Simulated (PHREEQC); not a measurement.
Consider water at 25 °C with 0.022 mol/kgw H3PO4 and 5.8e-05 mol/kgw NaOH. Closed to the air; pH follows from the charge balance.

Equilibrium calculation in PHREEQC: ion-association model, phreeqc.dat.

```json
{
  "pH": "2.04",
  "ionic_strength": "0.00998 mol/kgw",
  "specific_conductance": "3530 µS/cm",
  "total_alkalinity": "-21.9 meq/kg"
}
```

| species | molality | activity | log γ |
|---|---|---|---|
| H3PO4 | 0.0120 | 0.0120 | 0.001 |
| H2PO4- | 0.00998 | 0.00903 | -0.043 |
| H+ | 0.00992 | 0.00906 | -0.039 |
| Na+ | 5.80e-5 | 5.24e-5 | -0.044 |
| HPO4-2 | 9.26e-8 | 6.19e-8 | -0.175 |

Precipitation was switched off in this run.
